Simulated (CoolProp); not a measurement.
A Linde-Hampson liquefier for oxygen: isothermal reversible compression at 250 K from 1 atm to 15 MPa, throttling to 1 atm, return gas leaving the recuperator 5 K below the feed. Each further row changes one setting.

Model: reference Helmholtz-energy equation of state, Schmidt 1985, in CoolProp.

| case | liquid yield per pass | compression work (kJ/kg of gas) |
|---|---|---|
| as stated | 0.130 | 313 |
| high pressure 30 MPa | 0.213 | … |
| warm-end temperature 280 K | 0.091 | … |
| warm-end gap 10 K | … | 313 |

Q: Complete the blanks.

A: 
- high pressure 30 MPa, compression work (kJ/kg of gas): 352
- warm-end temperature 280 K, compression work (kJ/kg of gas): 356
- warm-end gap 10 K, liquid yield per pass: 0.118
